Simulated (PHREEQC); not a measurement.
1.7 g of hydrous ferric oxide (600 m²/g; 0.2 weak and 0.005 strong sites per Fe, Dzombak-Morel constants, diffuse double layer) in 1 kg of water with 0.005 mol/kgw of an inert sodium salt and 1.7e-05 mol NaF, at 25 °C; the pH is set by adding NaOH or the inert anion's acid. Oxygen alone is held at its pressure in air (log pO2 = -0.68). The system is closed to CO2. No solid was allowed to form.

Base run: PHREEQC, ion-association model, wateq4f.dat. Each further column changes one thing. The table gives F sorbed (%).

| pH | base | background salt from 0.005 to 0.0005 mol/kgw | oxide from 1.7 to 8.5 g/kgw | 0.017 mol/kgw H3BO3 added |
|---|---|---|---|---|
| 3 | 99.3 | 99.7 | 99.8 | 99.3 |
| 4 | 99.4 | 99.7 | 99.8 | 99.4 |
| 5 | 98.2 | 99.0 | 99.6 | 98.0 |
| 6 | 90.8 | … | 98.0 | … |
| 7 | 56.8 | 60.2 | 86.8 | 55.2 |
| 8 | 13.1 | … | 43.0 | … |
| 9 | 1.7 | 1.6 | … | 1.6 |

Fill in the missing entries.


- 6, background salt from 0.005 to 0.0005 mol/kgw: 93.1
- 6, 0.017 mol/kgw H3BO3 added: 90.2
- 8, background salt from 0.005 to 0.0005 mol/kgw: 13.8
- 8, 0.017 mol/kgw H3BO3 added: 12.4
- 9, oxide from 1.7 to 8.5 g/kgw: 7.8

The oxide is taken as insoluble; below pH 4 it would dissolve. Real BF4- forms and hydrolyses slowly; the run takes it at equilibrium.
